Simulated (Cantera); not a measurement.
Mixture: CH4 : O2 : N2 : H2O = 1 : 3.64 : 21.8 : 4.2 (molar parts), equivalence ratio 0.55, at 2.80 bar, adiabatic and at constant pressure. Ignition delay is the time to a rise of 400 K.

Cantera simulation using GRI-Mech 3.0 (53 species, 325 reactions); the numbers are that mechanism's predictions, not measurements.

Q: Predict: delay at 1150 K; delay at 1225 K; delay at 1300 K; delay at 1375 K; delay at 1450 K; delay at 1525 K; apparent activation energy between 1375 and 1525 K.

A: 
```json
{
 "delay at 1150 K": "45.1 ms",
 "delay at 1225 K": "17.5 ms",
 "delay at 1300 K": "7.22 ms",
 "delay at 1375 K": "3.08 ms",
 "delay at 1450 K": "1.36 ms",
 "delay at 1525 K": "0.623 ms",
 "apparent activation energy between 1375 and 1525 K": "190 kJ/mol"
}
```
